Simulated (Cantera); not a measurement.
A closed system holds: 1 mol FeS, 2 mol SO3, 5 mol CO2, held at 1025 K and 11.0 bar.

Cantera equilibrium calculation (NASA polynomials, part measured and part estimated; ideal gas, pure solids and liquids). Mutual solubility and eutectic melting of coexisting phases are not modelled. FeS: taken at fixed stoichiometry. Gases not in the tables: S3 to S7. Kinetics and transport are ignored.

```csv
species,before,after
CO2,0.656,0.650
SO2,0.334,0.319
S2,0.00710,0.0262
CO,0.000510,0.00384
SO,8.68e-6,6.30e-5
S2O,0.00148,0.000720
COS,0.000469,0.000236
"FeS(s), mol",0.321,0.144
"Fe3O4(s), mol",0.226,0.285
```
Gas species are given as mole fractions.

Name the change that produced these shifts.
A. temperature from 1025 K to 848 K
B. temperature from 1025 K to 1450 K
C. pressure from 11.0 bar to 0.0133 bar
D. temperature from 1025 K to 773.15 K

C, pressure from 11.0 bar to 0.0133 bar
